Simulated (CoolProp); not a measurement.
Vapour-liquid equilibrium of CH2F2 (R32) (1) + R1234yf (2) at 205 K; x and y are mole fractions of (1).

Computed with CoolProp (multi-fluid Helmholtz-energy mixture model, Tillner-Roth 1997 and Lemmon 2022; pair parameters Bell 2023).

| x | bubble pressure, mixture model (bar) | bubble pressure, Raoult's law (bar) | y, mixture model | y, Raoult's law |
|---|---|---|---|---|
| 0.05 | 0.1555 | 0.1398 | 0.229 | 0.145 |
| 0.125 | 0.1972 | 0.1607 | 0.436 | 0.314 |
| 0.2 | 0.2343 | 0.1815 | 0.560 | 0.445 |
| 0.275 | 0.2663 | 0.2024 | 0.643 | 0.549 |
| 0.35 | 0.2931 | 0.2233 | 0.700 | 0.634 |
| 0.425 | 0.3154 | 0.2442 | 0.743 | 0.704 |
| 0.5 | 0.3337 | 0.2650 | 0.777 | 0.762 |
| 0.575 | 0.3489 | 0.2859 | 0.805 | 0.813 |
| 0.65 | 0.3619 | 0.3068 | 0.831 | 0.856 |
| 0.725 | 0.3732 | 0.3276 | 0.857 | 0.894 |
| 0.8 | 0.3835 | 0.3485 | 0.884 | 0.928 |
| 0.875 | 0.3928 | 0.3694 | 0.918 | 0.957 |
| 0.95 | 0.4005 | 0.3902 | 0.962 | 0.984 |

The largest gap from Raoult's law is +31.6 % in bubble pressure, at x = 0.275. No azeotrope shows between x = 0.05 and 0.95.

The pair parameters rest on a limited set of measurements; away from them the model extrapolates.
